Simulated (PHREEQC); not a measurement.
Make-up at 25 °C: 0.12 mol/kgw HCl and 0.26 mol/kgw SrCl2. Closed to the air; pH follows from the charge balance.

The numbers come from PHREEQC with the ion-association model, phreeqc.dat.

```csv
quantity,before,after
pH,1.05,4.96
ionic strength (mol/kgw),0.900,1.05
```

### Question
Which change was made?
(A) diluted 2-fold with water
(B) temperature from 25 to 50 °C
(C) HCl replaced by ZnCl2 at the same molality
(D) diluted 10-fold with water
(E) diluted 5-fold with water

### Answer
C, HCl replaced by ZnCl2 at the same molality

No solid was allowed to form. The ionic strength passes 0.7 mol/kgw, the rough limit of the ion-association models, in every such run.
